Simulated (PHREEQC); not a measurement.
Dissolve 0.0029 mol H2SO4, 0.0029 mol FeSO4 and 0.0012 mol NiSO4 per kg of water at 28 °C. Closed to the air; pH follows from the charge balance.

Model: ion-association model, wateq4f.dat, run in PHREEQC.

No solid was allowed to form.

Task: Order these Fe species by the share of Fe that they hold, largest first: FeSO4, FeHSO4+, Fe+2.

Result: Fe+2 (76 %), FeSO4 (24 %), FeHSO4+ (0.72 %)

The pH is 2.40 and the ionic strength 0.0185 mol/kgw.
